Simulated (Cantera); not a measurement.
A closed system holds: 1 mol SiH2Cl2, 0.03 mol C2H4, a varied amount of H2, 0.12 mol C3H8, at 2498.15 K and 2.30 mbar.

Equilibrium computed with Cantera from the NASA thermochemical tables; the gas is ideal and each condensed phase is pure. Candidate condensed phases: C, C6H6, C7H8, C8H18, Si, SiC; 109 gas species. Gases not in the tables: Si2H6 and higher silanes. Equilibrium is a limit: real reactors are often held back by kinetics, nucleation or transport.

Q: Which condensed phases are stable at each of these points (n(H2) (mol)): 1.6, 2.2, 3.1, 4.3, 6.1, 8.5, 12, 16, 23?

A: 
```tsv
n(H2) (mol)	condensed phases	Si condensed (%)
1.6	C(graphite)	0.0
2.2	gas only	0.0
3.1	gas only	0.0
4.3	gas only	0.0
6.1	gas only	0.0
8.5	gas only	0.0
12	gas only	0.0
16	gas only	0.0
23	gas only	0.0
```

At 1.6 mol H2 the condensed part is C(graphite). From 2.2 mol H2 to 23 mol H2 nothing is condensed.
